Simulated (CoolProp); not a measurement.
Vapour-liquid equilibrium of R152A (1) + R227EA (2) at 2.73 bar; x and y are mole fractions of (1).

Computed with CoolProp (multi-fluid Helmholtz-energy mixture model, Outcalt 1996 and Lemmon 2016; pair parameters Bell 2016).

**Question.** Give the bubble temperature and the first vapour's composition at x = 0.05, 0.125, 0.875. Is there an azeotrope?

**Answer.** x = 0.05: 282.2 K, y = 0.058; x = 0.125: 281.7 K, y = 0.150; x = 0.875: 274.8 K, y = 0.898. No azeotrope shows between x = 0.05 and 0.95.

Pair parameters are fitted to limited data, so mixtures are less certain than the pure fluids. The gap from Raoult's law changes sign with composition, which may be real or a fault of the pair parameters; it wasn't checked against measurements.
